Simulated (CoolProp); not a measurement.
Vapour-liquid equilibrium of isobutane (1) + n-butane (2) at 319.3 K; x and y are mole fractions of (1).

Model: multi-fluid Helmholtz-energy mixture model, Bücker 2006 and Bücker 2006; pair parameters Kunz 2012, in CoolProp.

```
x      bubble pressure (kPa)  y at the bubble point  dew pressure at overall composition x (kPa)  liquid density (mol/L)
-----  ---------------------  ---------------------  -------------------------------------------  ----------------------
0.05                   456.4                  0.065                                        454.3                   9.395
0.125                  469.2                  0.159                                        464.4                   9.364
0.2                    482.0                  0.249                                        474.9                   9.333
0.275                  494.8                  0.334                                          ___                   9.302
0.35                     ___                  0.416                                        497.2                   9.270
0.425                  520.6                  0.494                                          ___                   9.238
0.5                    533.6                  0.569                                        521.6                   9.206
0.575                  546.6                  0.641                                        534.6                   9.174
0.65                   559.7                  0.710                                        548.3                   9.142
0.725                  572.9                  0.777                                        562.6                   9.110
0.8                    586.2                  0.841                                        577.7                   9.078
0.875                  599.7                  0.902                                        593.6                   9.047
0.95                   613.2                  0.962                                        610.5                   9.015
```

Question: Complete the blanks.

Answer: 
- 0.275, dew pressure at overall composition x (kPa): 485.8
- 0.35, bubble pressure (kPa): 507.7
- 0.425, dew pressure at overall composition x (kPa): 509.2

No azeotrope shows between x = 0.05 and 0.95.

Pair parameters are fitted to limited data, so mixtures are less certain than the pure fluids.
